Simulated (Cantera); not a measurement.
A closed system holds: 1 mol SiCl4, 2.2 mol N2, 0.18 mol H2, 1.7 mol NH3, equilibrated at 77.0 mbar.

These are equilibrium values from Cantera (NASA tables, ideal gas, pure condensed phases), not measurements of a reactor. Candidate condensed phases: NH4Cl, Si, Si3N4; 28 gas species. The numbers say what is thermodynamically allowed, not how fast it happens.

### Question
Which condensed phases are stable at each of these points (T (K)): 723, 923, 1123, 1323, 1523, 1723, 1923, 2123?

### Answer
| T (K) | condensed phases | Si condensed (%) |
|---|---|---|
| 723 | Si3N4(s) | 45.1 |
| 923 | Si3N4(s) | 55.3 |
| 1123 | Si3N4(s) | 61.6 |
| 1323 | Si3N4(s) | 63.7 |
| 1523 | Si3N4(s) | 46.3 |
| 1723 | gas only | 0.0 |
| 1923 | gas only | 0.0 |
| 2123 | gas only | 0.0 |

From 723 K to 1523 K the condensed part is Si3N4(s). From 1723 K to 2123 K nothing is condensed.
